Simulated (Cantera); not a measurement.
A closed system holds: 1 mol trisilylamine, 0.48 mol NH3, 28 mol N2, held at 1875 K.

Equilibrium computed with Cantera from the NASA thermochemical tables; the gas is ideal and each condensed phase is pure. Candidate condensed phases: Si, Si3N4; 18 gas species. The feed counts by its element totals alone. The numbers say what is thermodynamically allowed, not how fast it happens.

**Question.** Which condensed phases are stable at each of these points (P (Pa)): 5, 36, 260, 1900, 14000, 100000?

**Answer.** 
```
P (Pa)  condensed phases  Si condensed (%)
------  ----------------  ----------------
5               gas only               0.0
36                 Si(l)              69.1
260                Si(l)              95.6
1900               Si(l)              99.3
14000           Si3N4(s)             100.0
100000          Si3N4(s)             100.0
```

At 5.00e-5 bar nothing is condensed. From 0.000360 bar to 0.0190 bar the condensed part is Si(l). From 0.140 bar to 1.00 bar the condensed part is Si3N4(s).
